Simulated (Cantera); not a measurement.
Gas mixture: C3H8 : CH3OH = 0.94 : 0.2 (molar parts), at 5.00 bar, frozen composition.

Cantera's kinetic-theory transport with the Lennard-Jones parameters of GRI-Mech 3.0, ideal gas; thermal conductivity in the mixture-averaged form. Polar gases are described roughly by these parameters. The composition is frozen, though it would react at the higher temperatures.

D: mixture-averaged diffusion coefficient of that species in the mixture.

```tsv
T (K)	ρ (kg/m³)	cp (J/kg/K)	μ (µPa s)	λ (mW/m/K)	Pr	D (cm²/s) NH3	D (cm²/s) CH3	D (cm²/s) H
400	6.31	2063	11.2	…	0.763	0.0422	0.0456	0.241
600	4.21	2808	16.0	…	0.764	0.0924	0.0950	0.503
800	3.16	3375	20.3	…	0.765	0.158	0.157	0.832
1000	2.52	3804	24.0	…	0.766	0.236	0.231	1.22
1200	2.10	4102	27.5	…	0.761	0.327	0.315	1.67
1400	1.80	4348	30.6	…	0.758	0.428	0.408	2.16
1600	1.58	4550	33.6	…	0.758	0.539	0.511	2.70
1800	1.40	4713	36.4	…	0.757	0.660	0.622	3.29
```

Fill in the missing entries.


- 400, λ (mW/m/K): 30.2
- 600, λ (mW/m/K): 59.0
- 800, λ (mW/m/K): 89.4
- 1000, λ (mW/m/K): 119
- 1200, λ (mW/m/K): 148
- 1400, λ (mW/m/K): 176
- 1600, λ (mW/m/K): 202
- 1800, λ (mW/m/K): 226
